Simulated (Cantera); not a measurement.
## Equilibrium for carbon deposition, reforming and gasification: C + H₂

Charge: 1 mol C, 47 mol H₂, at 2050 °C and 71.0 mbar.

Method: chemical equilibrium by Gibbs-energy minimisation in Cantera with the NASA 1993 tables (ideal gas, pure condensed phases). Candidate condensed phases: C, C₆H₆, C₇H₈, C₈H₁₈; 76 gas species. Kinetics and transport are ignored.

```yaml
x(H₂): 0.955
x(H): 0.0400
x(C₂H₂ (acetylene)): 0.00463
x(CH₄): 1.33e-5
x(CH₃): 1.04e-5
x(C₂H): 9.27e-6
x(C₄H₂): 9.20e-6
x(C₂H₂ (vinylidene)): 1.89e-6
n(C(graphite)): 0.552 mol
gas_amount: 47.96 mol
```
